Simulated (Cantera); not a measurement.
**Equilibrium for silicon nitride deposition: SiF4 + N2 + NH3**

Feed: 1 mol SiF4, 5.8 mol N2, 0.35 mol NH3, at 1098.15 K.

Cantera equilibrium calculation (NASA polynomials, part measured and part estimated; ideal gas, pure solids and liquids). Candidate condensed phases: Si, Si3N4; 37 gas species. The tables' values for SiF3, SiF2 are old estimates; treat these amounts as uncertain. Kinetics and transport are ignored.

At 0.0375 Torr nothing is condensed. From 0.113 Torr to 750 Torr the condensed part is Si3N4(s). The main Si-bearing gas is SiF4 throughout.

```csv
P (Pa),x N2,x SiF4,x H2,x HF,x SiF3,x SiHF3,n Si3N4(s)
5,0.796,0.132,0.0694,0.00105,0.000953,8.11e-5,0
15,0.796,0.132,0.0695,0.000879,0.000662,9.76e-5,6.89e-5
45,0.796,0.133,0.0695,0.000803,0.000419,0.000107,0.000170
140,0.796,0.133,0.0696,0.000731,0.000261,0.000118,0.000219
410,0.797,0.133,0.0696,0.000668,0.000167,0.000129,0.000232
1200,0.797,0.133,0.0696,0.000611,0.000107,0.000141,0.000227
3700,0.797,0.133,0.0696,0.000557,6.68e-5,0.000155,0.000209
11000,0.797,0.133,0.0697,0.000508,4.25e-5,0.000170,0.000185
33000,0.797,0.133,0.0697,0.000464,2.69e-5,0.000186,0.000157
100000,0.797,0.133,0.0697,0.000423,1.69e-5,0.000204,0.000126
```
x: gas mole fraction; n: condensed amount in mol.
